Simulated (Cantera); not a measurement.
Source: NASA polynomial tables (part measured, part estimated), evaluated in Cantera. Values are per mole of reaction as written; species without (g) are pure solids or liquids, kept so even where they would boil at 1 bar.

FeCl₂ + H₂(g) = Fe + 2 HCl(g)

| T (K) | ΔH° (kJ) | ΔS° (J/K) | ΔG° (kJ) | log10 K | condensed phases |
|---|---|---|---|---|---|
| 300 | (withheld) | (withheld) | (withheld) | (withheld) | FeCl₂(s), Fe(α) |
| 1050 | 100.6 | 82.6 | 13.9 | -0.69 | FeCl₂(l), Fe(α) |
| 1100 | 100.2 | 82.2 | 9.7 | -0.46 | FeCl₂(l), Fe(α) |
| 1150 | (withheld) | (withheld) | (withheld) | (withheld) | FeCl₂(l), Fe(α) |
| 1200 | 98.1 | 80.4 | 1.6 | -0.07 | FeCl₂(l), Fe(γ) |
| 1250 | (withheld) | (withheld) | (withheld) | (withheld) | FeCl₂(l), Fe(γ) |
| 1300 | (withheld) | (withheld) | (withheld) | (withheld) | FeCl₂(l), Fe(γ) |

Question: Complete the blanks.

Answer: 
- 300, ΔH° (kJ): 157.2
- 300, ΔS° (J/K): 152.4
- 300, ΔG° (kJ): 111.5
- 300, log10 K: -19.41
- 1150, ΔH° (kJ): 98.7
- 1150, ΔS° (J/K): 80.9
- 1150, ΔG° (kJ): 5.6
- 1150, log10 K: -0.26
- 1250, ΔH° (kJ): 96.4
- 1250, ΔS° (J/K): 79.0
- 1250, ΔG° (kJ): -2.4
- 1250, log10 K: 0.10
- 1300, ΔH° (kJ): 94.7
- 1300, ΔS° (J/K): 77.7
- 1300, ΔG° (kJ): -6.3
- 1300, log10 K: 0.25
